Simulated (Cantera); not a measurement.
Equilibrium for hydrogen reduction and annealing atmospheres: PbS + H2

A closed system holds: 1 mol PbS, a varied amount of H2, equilibrated at 1275 °C and 5.70 mbar.

These are equilibrium values from Cantera (NASA tables, ideal gas, pure condensed phases), not measurements of a reactor. Candidate condensed phases: Pb, PbS, S; 10 gas species. Rates play no part.

From 9.3 mol H2 to 550 mol H2 nothing is condensed. The main Pb-bearing gas is PbS at 9.3 mol H2 and Pb at 550 mol H2.

```csv
n(H2) (mol),x H2,x PbS,x Pb,x H2S,x S2
9.3,0.872,0.0544,0.0415,0.0193,0.0102
15,0.914,0.0316,0.0304,0.0160,0.00641
23,0.940,0.0188,0.0226,0.0132,0.00410
36,0.959,0.0106,0.0164,0.0104,0.00247
57,0.972,0.00564,0.0116,0.00799,0.00141
90,0.981,0.00291,0.00807,0.00596,0.000771
140,0.987,0.00148,0.00561,0.00438,0.000411
220,0.991,0.000710,0.00381,0.00311,0.000205
350,0.994,0.000322,0.00253,0.00213,9.62e-5
550,0.996,0.000144,0.00167,0.00145,4.41e-5
```
x: gas mole fraction; nothing condenses.
